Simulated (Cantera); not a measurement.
Feed: 1 mol S, 1.1 mol H2O, 0.22 mol N2, equilibrated at 1650 °C and 97.0 Pa.

Method: chemical equilibrium by Gibbs-energy minimisation in Cantera with the NASA 1993 tables (ideal gas, pure condensed phases). Candidate condensed phases: H2O, H2SO4, S; 35 gas species. Kinetics and transport are ignored.

Base state: H2 0.311, H2O 0.203, SO2 0.121, S2 0.121, N2 0.106, SO 0.0846, S 0.0210, H 0.0169 (mole fractions); condensed: gas only.

Problem. What changes in the equilibrium state with this change: H2O from 1.1 to 0.042 mol?

Solution. 
```csv
species,before,after
S2,0.121,0.578
N2,0.106,0.276
S,0.0210,0.0460
H2,0.311,0.0398
H2O,0.203,0.00448
SO2,0.121,0.00785
H,0.0169,0.00604
SO,0.0846,0.0319
SH,0.0116,0.00908
O2,1.09e-5,3.23e-7
OH,0.000948,5.84e-5
O,3.84e-5,6.60e-6
```
